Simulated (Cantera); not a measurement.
# Thermodynamics of metals in furnace atmospheres, feed Ti + CO2 + CO + H2O

Feed: 1 mol Ti, a varied amount of CO2, 1.6 mol CO, 0.023 mol H2O, at 1900 K and 0.620 bar.

Method: chemical equilibrium by Gibbs-energy minimisation in Cantera with the NASA 1993 tables (ideal gas, pure condensed phases). Candidate condensed phases: C, C6H6, C7H8, C8H18, H2O, Ti, TiC, TiO, TiO2, Ti2O3, Ti3O5, Ti4O7; 113 gas species. Mutual solubility and eutectic melting of coexisting phases are not modelled. TiC: taken at fixed stoichiometry. Condensed phases not in the tables: Magnéli phases beyond Ti4O7. The numbers say what is thermodynamically allowed, not how fast it happens.

```tsv
n(CO2) (mol)	log p CO	log p CO2	log p H2	log p H2O	log p H	log p OH	log p O2	log p O	n TiC(s)	n Ti2O3(s)	n Ti3O5(s)	n TiO2(rutile)
0.02	-0.22	-3.91	-1.87	-4.94	-4.04	-8.19	<-12	-10.48	0.583	0.209	0	0
0.035	-0.22	-3.91	-1.88	-4.95	-4.04	-8.20	<-12	-10.48	0.577	0.212	0	0
0.06	-0.22	-3.91	-1.90	-4.96	-4.05	-8.20	<-12	-10.48	0.567	0.217	0	0
0.1	-0.22	-3.91	-1.92	-4.99	-4.06	-8.21	<-12	-10.48	0.551	0.225	0	0
0.17	-0.22	-3.91	-1.95	-5.02	-4.08	-8.23	<-12	-10.48	0.523	0.239	0	0
0.3	-0.21	-3.91	-2.01	-5.08	-4.11	-8.26	<-12	-10.48	0.471	0.265	0	0
0.51	-0.21	-3.91	-2.09	-5.16	-4.15	-8.30	<-12	-10.48	0.387	0.307	0	0
0.87	-0.21	-3.90	-2.20	-5.27	-4.20	-8.35	<-12	-10.48	0.243	0.379	0	0
1.5	-0.21	-3.45	-2.34	-4.96	-4.27	-7.98	<-12	-10.03	0	0.436	0.0424	0
2.6	-0.28	-1.05	-2.71	-2.85	-4.46	-5.68	-8.06	-7.55	0	0	0	1.00
4.4	-0.43	-0.61	-3.21	-2.76	-4.71	-5.34	-6.87	-6.96	0	0	0	1.00
```
log p: log10 of the partial pressure in bar; n: condensed amount in mol.

From 0.02 mol CO2 to 0.87 mol CO2 the condensed part is TiC(s) + Ti2O3(s). At 1.5 mol CO2 the condensed part is Ti2O3(s) + Ti3O5(s). From 2.6 mol CO2 to 4.4 mol CO2 the condensed part is TiO2(rutile). The main Ti-bearing gas is TiO at 0.02 mol CO2 and TiO2 at 4.4 mol CO2.
